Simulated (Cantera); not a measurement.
What does this Cantera script print?

```python
import numpy as np
import cantera as ct

gas = ct.Solution("gri30.yaml", transport_model="mixture-averaged")
show = ['H2', 'H2O', 'CH4']

rows = []
print(f"{'T/K':>7s}{'rho':>11s}{'cp':>10s}{'mu':>11s}{'lambda':>11s}{'Pr':>7s}" + "".join(f"{'D_' + s:>11s}" for s in show))
for T in [400, 550, 700, 850, 1000, 1150]:
    gas.TPX = T, 4200, {'N2O': 0.13}
    Pr = gas.cp_mass * gas.viscosity / gas.thermal_conductivity
    D = [gas.mix_diff_coeffs_mole[gas.species_index(s)] for s in show]
    rows.append([gas.density, gas.cp_mass, gas.viscosity, gas.thermal_conductivity, Pr, *D])
    print(f"{T:7g}{gas.density:11.4e}{gas.cp_mass:10.1f}{gas.viscosity:11.4e}"
          f"{gas.thermal_conductivity:11.4e}{Pr:7.3f}" + "".join(f"{d:11.4e}" for d in D))
print("SI units: kg/m3, J/kg/K, Pa s, W/m/K, m2/s")
```

Output:

```
    T/K        rho        cp         mu     lambda     Pr       D_H2      D_H2O      D_CH4
    400 5.5582e-02     970.3 1.9459e-05 2.5465e-02  0.741 2.6020e-03 7.0459e-04 7.0132e-04
    550 4.0423e-02    1073.4 2.5486e-05 3.6994e-02  0.739 4.4806e-03 1.3072e-03 1.2416e-03
    700 3.1761e-02    1150.2 3.0799e-05 4.7945e-02  0.739 6.7282e-03 2.0572e-03 1.8932e-03
    850 2.6156e-02    1209.9 3.5602e-05 5.8249e-02  0.739 9.3134e-03 2.9374e-03 2.6454e-03
   1000 2.2233e-02    1254.7 4.0022e-05 6.7953e-02  0.739 1.2214e-02 3.9358e-03 3.4903e-03
   1150 1.9333e-02    1285.1 4.4145e-05 7.7125e-02  0.736 1.5412e-02 5.0431e-03 4.4222e-03
SI units: kg/m3, J/kg/K, Pa s, W/m/K, m2/s
```

Cantera simulation using GRI-Mech 3.0 (53 species, 325 reactions); the numbers are that mechanism's predictions, not measurements. The composition is frozen, though it would react at the higher temperatures.
